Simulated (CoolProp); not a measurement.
Values from CoolProp's reference Helmholtz-energy equation of state, de Reuck 1990.

Q: Give the vapour pressure (bar), liquid density (kg/m³), vapour density (kg/m³) of saturated fluorine at 104.2 K.

A: 
```json
[
 {"T (K)": "104.2", "p (bar)": "5.92", "liquid density (kg/m³)": "1360", "vapour density (kg/m³)": "29.3"}
]
```
